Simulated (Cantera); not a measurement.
A Cantera script and its output.

```python
import numpy as np
import cantera as ct

gas = ct.Solution("gri30.yaml")
gas.TPX = 1900, 360, {'C2H6': 1, 'N2': 52}
reactor = ct.IdealGasConstPressureReactor(gas, energy="off", clone=False)
net = ct.ReactorNet([reactor])
net.rtol, net.atol = 1e-08, 1e-18
show = ['C2H6', 'HCN', 'H', 'C2H2', 'CH3']
times = np.geomspace(1e-06, 20, 10)

steps = ct.SolutionArray(gas, extra=["t"])
rows = []
print(f"{'t/s':>10s}{'T/K':>9s}{'P/Pa':>11s}" + "".join(f"{s:>11s}" for s in show))
for t in times:
    while net.time < t:
        t_next = net.step()
        steps.append(gas.state, t=t_next)
    rows.append([np.interp(t, steps.t, y) for y in (steps.T, steps.P, *steps(*show).X.T)])
    print(f"{t:10.3e}{rows[-1][0]:9.1f}{rows[-1][1]:11.4g}" + "".join(f"{x:11.3e}" for x in rows[-1][2:]))
rate = np.gradient(steps.T, steps.t)
print("integrator steps:", len(steps.t))
if steps.T.max() > steps.T[0] + 200:
    print(f"time of steepest temperature rise: {steps.t[rate.argmax()]:.4e} s")
gas.TPX = 1900, 360, {'C2H6': 1, 'N2': 52}
gas.equilibrate("TP")
print(f"equilibrium (TP): T = {gas.T:.1f} K  " + "  ".join(f"{s} {gas[s].X[0]:.3e}" for s in show))
```

Output:

```
       t/s      T/K       P/Pa       C2H6        HCN          H       C2H2        CH3
 1.000e-06   1900.0        360  1.884e-02  2.634e-17  5.140e-08  2.666e-15  6.346e-05
 6.475e-06   1900.0        360  1.866e-02  7.019e-15  3.383e-07  8.136e-13  4.087e-04
 4.192e-05   1900.0        360  1.755e-02  1.908e-12  4.313e-06  4.260e-10  2.556e-03
 2.714e-04   1900.0        360  1.157e-02  2.546e-08  3.878e-04  1.497e-06  1.269e-02
 1.758e-03   1900.0        360  1.354e-04  3.311e-05  2.939e-03  5.124e-03  1.115e-02
 1.138e-02   1900.0        360  2.724e-07  9.808e-05  1.208e-03  1.618e-02  1.178e-03
 7.368e-02   1900.0        360  2.241e-08  1.281e-04  6.367e-04  1.752e-02  3.037e-04
 4.771e-01   1900.0        360  1.930e-09  1.561e-04  5.368e-04  1.791e-02  8.681e-05
 3.089e+00   1900.0        360  2.694e-11  2.089e-04  7.501e-04  1.805e-02  1.075e-05
 2.000e+01   1900.0        360  1.591e-15  2.332e-04  1.561e-03  1.804e-02  7.387e-08
integrator steps: 1435
equilibrium (TP): T = 1900.0 K  C2H6 3.768e-16  HCN 3.131e-02  H 2.496e-03  C2H2 2.483e-03  CH3 4.783e-08
```

Detailed kinetics in Cantera: GRI-Mech 3.0 (53 species, 325 reactions). GRI-Mech 3.0 stops at C3 and has no aromatics, soot or wall deposition, so with more carbon than oxygen in the feed, carbon stays in small species such as C2H2 where larger ones or solid carbon would form. Radical loss at walls, strong at low pressure, is not modelled.
